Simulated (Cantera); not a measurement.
A freely propagating, adiabatic, planar premixed flame of 11.7 % CH₄, 18.1 % O₂, 67.8 % N₂, 2.35 % CO₂, equivalence ratio 1.3, unburnt at 300 K and 500000 Pa; unity-Lewis-number transport, grid criteria slope 0.08 and curve 0.16, no radiation.

Cantera simulation using GRI-Mech 3.0 (53 species, 325 reactions); the numbers are that mechanism's predictions, not measurements. Unity Lewis numbers drop preferential diffusion, which matters most where H2 and H carry the flame. Burning velocities carry a grid error of a few per cent, more on coarse grids.

Question: Predict: laminar burning velocity; thermal thickness; peak x(C₂H); peak x(CO); peak x(OH).

Answer: 
| Item | Value |
|---|---|
| laminar burning velocity | 5.95 cm/s |
| thermal thickness | 0.426 mm |
| peak x(C₂H) | 3.22e-7 |
| peak x(CO) | 0.0647 |
| peak x(OH) | 0.000317 |
